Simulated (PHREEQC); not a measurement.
Consider water at 25 °C with 0.0092 mol/kgw ZnCl2 and 5.6e-05 mol/kgw NaCl. Closed to the air; pH follows from the charge balance.

Computed with PHREEQC (ion-association model, wateq4f.dat).

- pH: 5.55
- ionic strength: 0.0272 mol/kgw

```
species  molality  activity   log γ
-------  --------  --------  ------
Cl-        0.0182    0.0155  -0.070
Zn+2      0.00895   0.00499  -0.254
ZnCl+    0.000244  0.000208  -0.069
Na+       5.60e-5   4.80e-5  -0.067
ZnCl2     3.35e-6   3.37e-6   0.003
H+        3.20e-6   2.81e-6  -0.057
ZnOH+     2.28e-6   1.95e-6  -0.068
ZnOHCl    9.04e-7   9.10e-7   0.003
ZnCl3-    6.87e-8   5.86e-8  -0.069
Zn(OH)2   7.90e-9   7.95e-9   0.003
OH-       4.19e-9   3.56e-9  -0.071
```

This is a speciation only: nothing precipitates in the calculation.
